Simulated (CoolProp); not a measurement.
Saturation properties of R1234ze(Z) (Tc = 423.3 K, pc = 3.531 MPa, ω = 0.327).

Model: reference Helmholtz-energy equation of state, Akasaka 2019, in CoolProp.

| T (K) | p (MPa) | liquid density (kg/m³) | vapour density (kg/m³) | enthalpy of vaporisation (kJ/kg) |
|---|---|---|---|---|
| 318.9 | 0.3452 | 1167 | 16.75 | 192.6 |
| 322.2 | 0.3803 | 1157 | 18.42 | 190.3 |
| 325.5 | 0.4182 | 1147 | 20.23 | 187.9 |
| 328.8 | 0.4588 | 1137 | 22.18 | 185.4 |
| 332.1 | 0.5024 | 1127 | 24.29 | 182.9 |
| 335.5 | 0.5506 | 1117 | 26.63 | 180.2 |
| 338.8 | 0.6006 | 1106 | 29.09 | 177.6 |
| 342.1 | 0.6539 | 1095 | 31.73 | 174.8 |
| 345.4 | 0.7108 | 1084 | 34.58 | 172.0 |
| 348.7 | 0.7714 | 1073 | 37.64 | 169.1 |
| 352 | 0.8358 | 1062 | 40.95 | 166.1 |

It boils at 282.9 K under 1 atm.
